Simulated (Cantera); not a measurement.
Charge: 1 mol SiH2Cl2, 1.1 mol HCl, 45 mol H2, at 2200 K.

These are equilibrium values from Cantera (NASA tables, ideal gas, pure condensed phases), not measurements of a reactor. Candidate condensed phases: Si; 19 gas species. The tables' values for SiCl, SiCl3 are old estimates; treat these amounts as uncertain. Gases not in the tables: Si2H6 and higher silanes. The numbers say what is thermodynamically allowed, not how fast it happens.

x: gas mole fraction; n: condensed amount in mol.

```tsv
P (Pa)	x H2	x H	x HCl	x Si	x Cl	x SiCl2	x SiCl	n Si(l)
100	0.768	0.156	0.0497	0.0178	0.00735	0.000299	0.000394	0
400	0.841	0.0817	0.0536	0.0170	0.00378	0.00121	0.000775	0
1600	0.885	0.0419	0.0519	0.0140	0.00179	0.00357	0.00121	0
6300	0.914	(withheld)	0.0506	(withheld)	(withheld)	0.00541	0.000962	(withheld)
25000	0.929	(withheld)	0.0518	(withheld)	(withheld)	0.00558	0.000490	(withheld)
100000	0.935	0.00545	0.0523	0.000369	0.000222	0.00565	0.000247	0.673
```

**Question.** Complete the blanks.

**Answer.** 
- 6300, x H: 0.0215
- 6300, x Si: 0.00585
- 6300, x Cl: 0.000865
- 6300, n Si(l): 0.345
- 25000, x H: 0.0109
- 25000, x Si: 0.00147
- 25000, x Cl: 0.000441
- 25000, n Si(l): 0.602
